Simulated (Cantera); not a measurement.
A Cantera script and what it prints.

```python
import numpy as np
import cantera as ct

gas_names = [...]  # 117 gases of nasa_gas.yaml made of C, H, Na, O
cond_names = """
    C(gr) C6H6(L) C7H8(L) C8H18(L),n-octa H2O(s) H2O(L) Na(cr) Na(L) NaOH(a) NaOH(L) NaO2(s) Na2CO3(I)
    Na2CO3(II) Na2CO3(L) Na2O(c) Na2O(a) Na2O(L) Na2O2(a) Na2O2(b)
""".split()


# ... load() reads the species with a 1 bar reference pressure and builds the phases ...
atoms = {
    'Na2CO3': {'Na': 2, 'C': 1, 'O': 3},
    'H2O': {'H': 2, 'O': 1},
    'CO2': {'C': 1, 'O': 2},
}
top_T = {'C(gr)': 4500, 'NaO2(s)': 800, 'Na2O2(b)': 940}  # K; cautious upper limits of use, not melting points


# ... equilibrate(T, P, feed) seeds the gas with the atoms and calls Mixture.equilibrate('TP', solver="vcs", rtol=1e-11, max_steps=5000) ...
results = []
feed = {'Na2CO3': 1, 'H2O': 0.31, 'CO2': 1.8}  # mol
P = 1333.22  # Pa
for T in [1298, 1348, 1398, 1448, 1498, 1548, 1598, 1648, 1698]:
    mix = equilibrate(T, P, feed)
    results.append((T, P, feed, dict(zip(mix.species_names, mix.species_moles))))

top = {s: max(r[3][s] / sum(r[3][g] for g in gas_names) for r in results) for s in gas_names}
cols = sorted((s for s in top if top[s] > 0.001), key=lambda s: -top[s])[:8]
seen = [c for c in cond_names if any(r[3].get(c, 0) > 1e-12 for r in results)]
print("log10 of partial pressures in bar; condensed amounts in mol")
print(f"{'T/K':>10s}" + "".join(f"{s[:9]:>10s}" for s in cols + seen))
for T, P, feed, n in results:
    ng = sum(n[g] for g in gas_names)
    print(f"{T:10.4g}" + "".join(f"{np.log10(max(n[s] / ng * P / 1e5, 1e-99)):10.3f}" for s in cols)
          + "".join(f"{n.get(c, 0):10.4g}" for c in seen))
```

Result:

```
log10 of partial pressures in bar; condensed amounts in mol
       T/K       CO2        Na      NaOH       H2O        O2       NaO        CO Na2CO3(L)
      1298    -1.946    -4.989    -3.844    -2.730    -5.514    -8.207    -6.022    0.9877
      1348    -1.950    -4.463    -3.480    -2.761    -5.030    -7.474    -5.848    0.9702
      1398    -1.958    -3.978    -3.161    -2.828    -4.565    -6.790    -5.698    0.9326
      1448    -1.973    -3.528    -2.902    -2.970    -4.124    -6.149    -5.573    0.8585
      1498    -2.003    -3.104    -2.732    -3.256    -3.704    -5.544    -5.474    0.7234
      1548    -2.062    -2.697    -2.702    -3.812    -3.300    -4.962    -5.420    0.4586
      1598    -2.142    -2.440    -2.823    -4.318    -3.044    -4.603    -5.331         0
      1648    -2.144    -2.432    -2.852    -4.043    -3.035    -4.613    -5.061         0
      1698    -2.148    -2.421    -2.894    -3.824    -3.023    -4.618    -4.810         0
```

Method: chemical equilibrium by Gibbs-energy minimisation in Cantera with the NASA 1993 tables (ideal gas, pure condensed phases).
